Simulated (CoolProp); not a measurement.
Vapour-liquid equilibrium of R22 (1) + R113 (2) at 329.8 K; x and y are mole fractions of (1).

The numbers come from the multi-fluid Helmholtz-energy mixture model, Kamei 1995 and Marx 1992; pair parameters Bell 2016 in CoolProp.

### Question
Give the bubble pressure and the first vapour's composition at x = 0.05, 0.45, 0.65. Is there an azeotrope?

### Answer
x = 0.05: 0.2366 MPa, y = 0.435; x = 0.45: 1.081 MPa, y = 0.902; x = 0.65: 1.470 MPa, y = 0.942. No azeotrope shows between x = 0.05 and 0.95.

The pair parameters rest on a limited set of measurements; away from them the model extrapolates.
